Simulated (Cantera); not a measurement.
## Thermodynamics of halide evaporation, hydrolysis and transport, feed KCl + HCl + N₂

Charge: 1 mol KCl, 0.51 mol HCl, 36 mol N₂, held at 1575 K and 0.00180 bar.

These are equilibrium values from Cantera (NASA tables, ideal gas, pure condensed phases), not measurements of a reactor. Candidate condensed phases: K, KCl, NH₄Cl; 17 gas species. The numbers say what is thermodynamically allowed, not how fast it happens.

The x(N₂) is 0.959. The x(KCl) comes out as 0.0266 and the x(HCl) is 0.0130. The x(Cl) comes out as 0.000599. The x(H₂) comes out as 0.000285 and the x(H) is 1.65e-5. The x(K) comes out as 1.18e-5. The x(K₂Cl₂) comes out as 1.37e-6 and the gas amount is 37.52 mol. The log10 activity of K(l) (absent) is -8.98.
